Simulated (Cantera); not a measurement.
A closed system holds: 1 mol SiH₄, 0.018 mol Cl₂, 14 mol H₂, 0.022 mol HCl, equilibrated at 1323 K and 27.0 mbar.

These are equilibrium values from Cantera (NASA tables, ideal gas, pure condensed phases), not measurements of a reactor. Candidate condensed phases: Si; 19 gas species. The numbers say what is thermodynamically allowed, not how fast it happens.

### Question
What is the equilibrium state?

### Answer
```
Property        Value
----------  ---------
x(H₂)           0.996
x(HCl)        0.00355
x(SiCl₂)      3.45e-5
x(H)          9.63e-6
n(Si(s))    0.999 mol
gas amount  16.04 mol
```
